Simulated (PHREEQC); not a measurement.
Solution (25 °C): 0.0095 mol CuSO4, 0.00061 mol HNO3 and 0.0119 mol KCl per kg of water. Closed to the air; pH follows from the charge balance.

Model: ion-association model, phreeqc.dat, run in PHREEQC.

This is a speciation only: nothing precipitates in the calculation.

**Question.** Order these S species by the share of S that they hold, largest first: KSO4-, HSO4-, CuSO4, SO4-2.

**Answer.** SO4-2 (71 %), CuSO4 (25 %), KSO4- (2.8 %), HSO4- (1.6 %)

The pH is 3.40 and the ionic strength 0.0399 mol/kgw.
